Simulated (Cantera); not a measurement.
**Equilibrium for fluorocarbon and chlorocarbon gases: CH3Cl + Si**

Charge: 1 mol CH3Cl, 0.1 mol Si, held at 0.133 bar.

Equilibrium computed with Cantera from the NASA thermochemical tables; the gas is ideal and each condensed phase is pure. Candidate condensed phases: C, C6H6, C7H8, C8H18, Si, SiC; 109 gas species. The tables' values for SiCl, SiCl3 are old estimates; treat these amounts as uncertain. Gases not in the tables: Si2H6 and higher silanes. The numbers say what is thermodynamically allowed, not how fast it happens.

At 2048 K the condensed part is C(graphite) + SiC(s). From 2123 K to 2573 K the condensed part is C(graphite). The main Si-bearing gas is SiCl2 throughout.

```json
[
 {"T (K)": "2048", "x H2": "0.544", "x HCl": "0.402", "x H": "0.00452", "x SiCl2": "0.0440", "x Cl": "0.00248", "n C(graphite)": "0.990", "n SiC(s)": "0.00763"},
 {"T (K)": "2123", "x H2": "0.545", "x HCl": "0.393", "x H": "0.00725", "x SiCl2": "0.0478", "x Cl": "0.00384", "n C(graphite)": "0.996", "n SiC(s)": "0"},
 {"T (K)": "2198", "x H2": "0.541", "x HCl": "0.391", "x H": "0.0112", "x SiCl2": "0.0475", "x Cl": "0.00590", "n C(graphite)": "0.994", "n SiC(s)": "0"},
 {"T (K)": "2273", "x H2": "0.536", "x HCl": "0.387", "x H": "0.0168", "x SiCl2": "0.0468", "x Cl": "0.00879", "n C(graphite)": "0.991", "n SiC(s)": "0"},
 {"T (K)": "2348", "x H2": "0.528", "x HCl": "0.383", "x H": "0.0246", "x SiCl2": "0.0454", "x Cl": "0.0128", "n C(graphite)": "0.987", "n SiC(s)": "0"},
 {"T (K)": "2423", "x H2": "0.517", "x HCl": "0.377", "x H": "0.0349", "x SiCl2": "0.0431", "x Cl": "0.0181", "n C(graphite)": "0.981", "n SiC(s)": "0"},
 {"T (K)": "2498", "x H2": "0.503", "x HCl": "0.370", "x H": "0.0484", "x SiCl2": "0.0395", "x Cl": "0.0252", "n C(graphite)": "0.973", "n SiC(s)": "0"},
 {"T (K)": "2573", "x H2": "0.484", "x HCl": "0.362", "x H": "0.0655", "x SiCl2": "0.0346", "x Cl": "0.0344", "n C(graphite)": "0.961", "n SiC(s)": "0"}
]
```
x: gas mole fraction; n: condensed amount in mol.
